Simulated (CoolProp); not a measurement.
Vapour-liquid equilibrium of isobutene (1) + n-octane (2) at 381.7 K; x and y are mole fractions of (1).

The numbers come from the multi-fluid Helmholtz-energy mixture model, Lemmon 2005 and Beckmüller 2019; pair parameters Bell 2016 in CoolProp.

```tsv
x	bubble pressure (kPa)	y at the bubble point	dew pressure at overall composition x (kPa)	liquid density (mol/L)
0.05	143.1	0.574	(withheld)	(withheld)
0.15	306.4	0.808	72.31	5.862
0.25	473.8	0.882	(withheld)	6.129
0.35	(withheld)	0.918	94.40	6.412
0.45	835.0	0.941	111.3	6.710
0.55	1033	0.957	135.5	7.019
0.65	(withheld)	0.969	173.0	7.335
0.75	(withheld)	0.978	238.8	7.642
0.85	1717	0.987	(withheld)	7.915
0.95	1991	0.995	937.5	8.083
```

Fill in the missing entries.


- 0.05, dew pressure at overall composition x (kPa): 64.69
- 0.05, liquid density (mol/L): 5.610
- 0.25, dew pressure at overall composition x (kPa): 81.91
- 0.35, bubble pressure (kPa): 649.1
- 0.65, bubble pressure (kPa): 1245
- 0.75, bubble pressure (kPa): 1472
- 0.85, dew pressure at overall composition x (kPa): 383.9

No azeotrope shows between x = 0.05 and 0.95.

Pair parameters are fitted to limited data, so mixtures are less certain than the pure fluids.
